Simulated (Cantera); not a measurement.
Input (Python, Cantera) and output of one run.

```python
import numpy as np
import cantera as ct

gas_names = """
    CL CL2 H HCL H2 Si SiCL SiCL2 SiCL3 SiCL4 SiH SiHCL3 SiH2 SiH2CL2 SiH3 SiH3CL SiH4 Si2 Si3
""".split()
cond_names = """
    Si(cr) Si(L)
""".split()


# ... load() reads the species with a 1 bar reference pressure and builds the phases ...
atoms = {
    'SiCl4': {'Si': 1, 'CL': 4},
    'Cl2': {'CL': 2},
    'H2': {'H': 2},
}
top_T = {}  # K; cautious upper limits of use, not melting points


# ... equilibrate(T, P, feed) seeds the gas with the atoms and calls Mixture.equilibrate('TP', solver="vcs", rtol=1e-11, max_steps=5000) ...
results = []
feed = {'SiCl4': 1, 'Cl2': 0.0038, 'H2': 30}  # mol
T = 1248.15  # K
P = 340  # Pa
mix = equilibrate(T, P, feed)
results.append((T, P, feed, dict(zip(mix.species_names, mix.species_moles))))
x = sorted(zip(gas.X, gas.species_names), reverse=True)
print(f"T = {T:g} K  P = {P:g} Pa  gas = {mix.phase_moles(0):.4g} mol")
print("   x: " + "  ".join(f"{s} {v:.3e}" for v, s in x if v > 0.001))
print("   condensed (mol): " + ("  ".join(f"{mix.phase(i).name} {mix.phase_moles(i):.4g}"
      for i in range(1, mix.n_phases) if mix.phase_moles(i) > 1e-12) or "none"))
```

Result:

```
T = 1248.15 K  P = 340 Pa  gas = 31.93 mol
   x: H2 8.992e-01  HCL 7.998e-02  SiCL2 1.786e-02  SiCL3 1.557e-03
   condensed (mol): Si(cr) 0.3356
```

These are equilibrium values from Cantera (NASA tables, ideal gas, pure condensed phases), not measurements of a reactor. The tables' values for SiCl3 are old estimates; treat these amounts as uncertain.
